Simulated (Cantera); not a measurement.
Input: 1 mol BN, 8.4 mol HF, a varied amount of N2, held at 902 °C and 7.20 Pa.

Cantera equilibrium calculation (NASA polynomials, part measured and part estimated; ideal gas, pure solids and liquids). Candidate condensed phases: B, BN; 31 gas species. The numbers say what is thermodynamically allowed, not how fast it happens.

Task: At 18 mol N2, list the 4 most abundant gas species with their mole fractions, and the condensed phases.

Result: N2 0.701, HF 0.205, H2 0.0568, BF3 0.0379. Condensed: gas only.
